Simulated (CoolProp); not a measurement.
The numbers come from the reference Helmholtz-energy equation of state, Lemmon 2013 in CoolProp.

Question: Give the vapour pressure (MPa), liquid density (kg/m³), enthalpy of vaporisation (kJ/kg), liquid cp (kJ/(kg K)) of saturated propylene at -61.95, -47.65 °C.

Answer: 
| T (°C) | p (MPa) | liquid density (kg/m³) | enthalpy of vaporisation (kJ/kg) | liquid cp (kJ/(kg K)) |
|---|---|---|---|---|
| -61.95 | 0.0502 | 628 | 454 | 2.14 |
| -47.65 | 0.101 | 610 | 439 | 2.19 |
